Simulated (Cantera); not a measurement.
## Cu2O + CO + H2 + CH4 (carbothermic reduction)

A closed system holds: 1 mol Cu2O, 5.4 mol CO, 3.6 mol H2, 5.4 mol CH4, at 1398 K.

Cantera equilibrium calculation (NASA polynomials, part measured and part estimated; ideal gas, pure solids and liquids). Candidate condensed phases: C, C6H6, C7H8, C8H18, Cu, CuO, Cu(OH)2, Cu2O, H2O; 113 gas species. Equilibrium is a limit: real reactors are often held back by kinetics, nucleation or transport.

From 10.0 Pa to 10.0 bar the condensed part is C(graphite) + Cu(l). The main Cu-bearing gas is Cu throughout.

| P (Pa) | x H2 | x CO | x CH4 | x Cu | x H2O | x CO2 | n C(graphite) | n Cu(l) |
|---|---|---|---|---|---|---|---|---|
| 10 | 0.683 | 0.304 | 2.04e-7 | 0.0130 | 7.85e-8 | 1.61e-8 | 4.40 | 1.73 |
| 42 | 0.690 | 0.307 | 8.73e-7 | 0.00309 | 3.37e-7 | 6.92e-8 | 4.40 | 1.94 |
| 180 | 0.692 | 0.307 | 3.76e-6 | 0.000721 | 1.45e-6 | 2.98e-7 | 4.40 | 1.98 |
| 750 | 0.692 | 0.308 | 1.57e-5 | 0.000173 | 6.05e-6 | 1.24e-6 | 4.40 | 2.00 |
| 3200 | 0.692 | 0.308 | 6.70e-5 | 4.05e-5 | 2.58e-5 | 5.30e-6 | 4.40 | 2.00 |
| 13000 | 0.692 | 0.308 | 0.000272 | 9.98e-6 | 0.000105 | 2.15e-5 | 4.40 | 2.00 |
| 56000 | 0.691 | 0.308 | 0.00117 | 2.32e-6 | 0.000451 | 9.28e-5 | 4.39 | 2.00 |
| 240000 | 0.686 | 0.307 | 0.00493 | 5.41e-7 | 0.00191 | 0.000397 | 4.35 | 2.00 |
| 1000000 | 0.666 | 0.306 | 0.0194 | 1.30e-7 | 0.00770 | 0.00163 | 4.20 | 2.00 |
x: gas mole fraction; n: condensed amount in mol.
